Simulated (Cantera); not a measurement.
Equilibrium for carbon deposition, reforming and gasification: C6H6 + CO2 + H2 + O2

Charge: 1 mol C6H6, 1.7 mol CO2, 6.4 mol H2, 0.31 mol O2, held at 0.105 Torr.

Cantera equilibrium calculation (NASA polynomials, part measured and part estimated; ideal gas, pure solids and liquids). Candidate condensed phases: C, C6H6, C7H8, C8H18, H2O; 110 gas species. The numbers say what is thermodynamically allowed, not how fast it happens.

```tsv
T (°C)	x H	x H2	x CO	x C3	x C	x C2	n C(graphite)
1675	0.0761	0.635	0.288	5.31e-8	6.88e-8	4.46e-9	3.67
1775	0.144	0.578	0.278	6.28e-7	5.97e-7	5.35e-8	3.66
1875	0.247	0.490	0.263	5.86e-6	4.23e-6	5.07e-7	3.65
1975	0.381	0.376	0.243	4.47e-5	2.52e-5	3.93e-6	3.63
2075	0.525	0.253	0.221	0.000285	0.000128	2.55e-5	3.61
2175	0.646	0.148	0.202	0.00155	0.000573	0.000142	3.50
2275	0.723	0.0766	0.188	0.00738	0.00227	0.000687	3.05
2375	0.745	0.0359	0.175	0.0311	0.00811	0.00295	1.10
2475	0.749	0.0170	0.168	0.0401	0.0184	0.00555	0
```
x: gas mole fraction; n: condensed amount in mol.

From 1675 °C to 2375 °C the condensed part is C(graphite). At 2475 °C nothing is condensed. The main C-bearing gas is CO throughout. The share of C in condensed phases is highest at 1675 °C (47.7 %) and lowest at 2475 °C (0.0 %).
